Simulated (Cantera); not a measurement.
Cantera run, input and output.

```python
import numpy as np
import cantera as ct

gas = ct.Solution("gri30.yaml")
gas.TPX = 1850, 990000, {'CH4': 1, 'H2O': 0.37}
reactor = ct.IdealGasConstPressureReactor(gas, energy="off", clone=False)
net = ct.ReactorNet([reactor])
net.rtol, net.atol = 1e-08, 1e-18
show = ['CH4', 'H2O', 'CO2', 'CH2CO', 'HO2', 'CH2', 'OH']
times = np.geomspace(0.0001, 2, 13)

steps = ct.SolutionArray(gas, extra=["t"])
rows = []
print(f"{'t/s':>10s}{'T/K':>9s}{'P/Pa':>11s}" + "".join(f"{s:>11s}" for s in show))
for t in times:
    while net.time < t:
        t_next = net.step()
        steps.append(gas.state, t=t_next)
    rows.append([np.interp(t, steps.t, y) for y in (steps.T, steps.P, *steps(*show).X.T)])
    print(f"{t:10.3e}{rows[-1][0]:9.1f}{rows[-1][1]:11.4g}" + "".join(f"{x:11.3e}" for x in rows[-1][2:]))
rate = np.gradient(steps.T, steps.t)
print("integrator steps:", len(steps.t))
if steps.T.max() > steps.T[0] + 200:
    print(f"time of steepest temperature rise: {steps.t[rate.argmax()]:.4e} s")
gas.TPX = 1850, 990000, {'CH4': 1, 'H2O': 0.37}
gas.equilibrate("TP")
print(f"equilibrium (TP): T = {gas.T:.1f} K  " + "  ".join(f"{s} {gas[s].X[0]:.3e}" for s in show))
```

It prints:

```
       t/s      T/K       P/Pa        CH4        H2O        CO2      CH2CO        HO2        CH2         OH
 1.000e-04   1850.0    9.9e+05  4.591e-01  2.324e-01  5.086e-06  2.641e-05  3.093e-13  6.074e-07  4.182e-06
 2.283e-04   1850.0    9.9e+05  3.279e-01  2.084e-01  2.187e-05  4.528e-05  2.287e-13  4.415e-07  3.530e-06
 5.210e-04   1850.0    9.9e+05  2.139e-01  1.874e-01  8.479e-05  5.242e-05  1.835e-13  3.360e-07  3.091e-06
 1.189e-03   1850.0    9.9e+05  1.310e-01  1.691e-01  2.940e-04  5.319e-05  1.589e-13  2.686e-07  2.788e-06
 2.714e-03   1850.0    9.9e+05  8.767e-02  1.510e-01  8.200e-04  4.912e-05  1.358e-13  2.258e-07  2.512e-06
 6.196e-03   1850.0    9.9e+05  7.637e-02  1.273e-01  1.663e-03  3.955e-05  9.712e-14  1.901e-07  2.100e-06
 1.414e-02   1850.0    9.9e+05  7.441e-02  9.300e-02  2.282e-03  2.630e-05  5.026e-14  1.490e-07  1.499e-06
 3.228e-02   1850.0    9.9e+05  7.171e-02  5.299e-02  1.966e-03  1.388e-05  1.574e-14  1.084e-07  8.317e-07
 7.368e-02   1850.0    9.9e+05  6.850e-02  1.971e-02  9.234e-04  6.068e-06  2.119e-15  8.037e-08  3.030e-07
 1.682e-01   1850.0    9.9e+05  6.649e-02  3.056e-03  1.574e-04  3.007e-06  5.028e-17  6.818e-08  4.650e-08
 3.839e-01   1850.0    9.9e+05  6.610e-02  6.706e-05  3.504e-06  2.518e-06  2.486e-20  6.612e-08  1.019e-09
 8.762e-01   1850.0    9.9e+05  6.609e-02  1.039e-05  5.388e-07  2.509e-06  6.979e-22  6.608e-08  1.582e-10
 2.000e+00   1850.0    9.9e+05  6.609e-02  1.038e-05  5.384e-07  2.509e-06  6.971e-22  6.608e-08  1.581e-10
integrator steps: 1640
equilibrium (TP): T = 1850.0 K  CH4 6.609e-02  H2O 1.053e-05  CO2 5.463e-07  CH2CO 2.514e-06  HO2 7.165e-22  CH2 6.610e-08  OH 1.605e-10
```

Cantera simulation using GRI-Mech 3.0 (53 species, 325 reactions); the numbers are that mechanism's predictions, not measurements. GRI-Mech 3.0 stops at C3 and has no aromatics, soot or wall deposition, so with more carbon than oxygen in the feed, carbon stays in small species such as C2H2 where larger ones or solid carbon would form.
